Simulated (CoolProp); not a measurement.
Properties of sulfur dioxide along the isotherm 525 K (Tc = 430.6 K, pc = 7.887 MPa, ω = 0.256).

Computed with CoolProp (reference Helmholtz-energy equation of state, Gao 2016).

```csv
p (MPa),phase,Z,cv (kJ/(kg K)),fugacity coefficient
0.111,gas,0.9976,0.6082,0.9976
0.21,gas,0.9955,0.6088,0.9955
0.398,gas,0.9914,0.6101,0.9914
0.754,gas,0.9836,0.6124,0.9838
1.43,gas,0.9688,0.6170,0.9695
2.71,gas,0.9402,0.6260,0.9426
5.14,gas,0.8843,0.6442,0.8929
9.74,supercritical,0.7747,0.6830,0.8038
18.5,supercritical,0.5996,0.7418,0.6580
35,supercritical,0.6505,0.7316,0.5084
```
